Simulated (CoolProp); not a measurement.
Vapour-liquid equilibrium of propane (1) + isobutene (2) at 49.75 °C; x and y are mole fractions of (1).

Values from CoolProp's multi-fluid Helmholtz-energy mixture model, Lemmon 2009 and Lemmon 2005; pair parameters Bell 2016.

| x | bubble pressure, mixture model (kPa) | bubble pressure, Raoult's law (kPa) | y, mixture model | y, Raoult's law |
|---|---|---|---|---|
| 0.05 | 673.7 | 661.4 | 0.129 | 0.129 |
| 0.2 | 849.6 | 826.0 | 0.384 | 0.413 |
| 0.35 | 1005 | 990.6 | 0.550 | 0.602 |
| 0.5 | 1154 | 1155 | 0.679 | 0.737 |
| 0.65 | 1307 | 1320 | 0.789 | 0.839 |
| 0.8 | 1469 | 1485 | 0.887 | 0.918 |
| 0.95 | 1643 | 1649 | 0.973 | 0.982 |

The largest gap from Raoult's law is +2.9 % in bubble pressure, at x = 0.2. No azeotrope shows between x = 0.05 and 0.95.

The pair parameters rest on a limited set of measurements; away from them the model extrapolates. The gap from Raoult's law changes sign with composition, which may be real or a fault of the pair parameters; it wasn't checked against measurements.
